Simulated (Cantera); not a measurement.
What does this Cantera script print?

```python
import numpy as np
import cantera as ct

surf = ct.Interface("diamond.yaml", "diamond_100")
gas, bulk = surf.adjacent["gas"], surf.adjacent["diamond"]
k = surf.kinetics_species_index(bulk.species_names[0])
cover = ["c6HH", "c6H*", "c6*H", "c6**", "c6HM", "c6B"]

rows, drift = [], 0.0
print(f"{'xH':>10s}{'um/h':>11s}" + "".join(f"{s:>11s}" for s in cover))
for v in [0.0001, 0.0002, 0.00042, 0.00086, 0.0018, 0.0036, 0.0074, 0.015, 0.031]:
    T, P, xH, xCH3 = 1400, 8100, v, 1.8e-05
    gas.TPX = T, P, {"H": xH, "CH3": xCH3, "CH4": 0.022, "H2": 1 - xH - xCH3 - 0.022}
    surf.TP = bulk.TP = T, P
    surf.coverages = "c6H*:0.1, c6HH:0.9"
    surf.advance_coverages(100.0)
    before = surf.coverages
    surf.advance_coverages(100.0)
    drift = max(drift, np.max(np.abs(surf.coverages - before) / (surf.coverages + 1e-9)))
    rate = surf.net_production_rates[k] * bulk.mean_molecular_weight / bulk.density * 3.6e9
    rows.append([rate, *surf[cover].coverages])
    print(f"{v:10.4g}{rate:11.4e}" + "".join(f"{x:11.3e}" for x in rows[-1][1:]))
```

It prints:

```
        xH       um/h       c6HH       c6H*       c6*H       c6**       c6HM        c6B
    0.0001 1.9447e-03  7.100e-01  2.825e-02  2.586e-01  3.210e-03  3.309e-06  5.277e-12
    0.0002 8.8440e-03  5.962e-01  3.897e-02  3.567e-01  8.043e-03  4.648e-06  2.400e-11
   0.00042 3.3681e-02  4.902e-01  4.848e-02  4.437e-01  1.750e-02  6.084e-06  9.139e-11
   0.00086 8.9511e-02  4.181e-01  5.434e-02  4.973e-01  3.015e-02  7.494e-06  2.429e-10
    0.0018 1.7944e-01  3.729e-01  5.749e-02  5.259e-01  4.358e-02  8.967e-06  4.869e-10
    0.0036 2.7501e-01  3.491e-01  5.887e-02  5.383e-01  5.360e-02  1.013e-05  7.463e-10
    0.0074 3.7403e-01  3.360e-01  5.955e-02  5.440e-01  6.046e-02  1.087e-05  1.015e-09
     0.015 4.8347e-01  3.294e-01  5.995e-02  5.463e-01  6.435e-02  1.104e-05  1.312e-09
     0.031 6.4185e-01  3.259e-01  6.032e-02  5.472e-01  6.654e-02  1.061e-05  1.742e-09
```

Computed with Cantera and the Harris–Goodwin 1993 mechanism for the reconstructed diamond (100) surface.
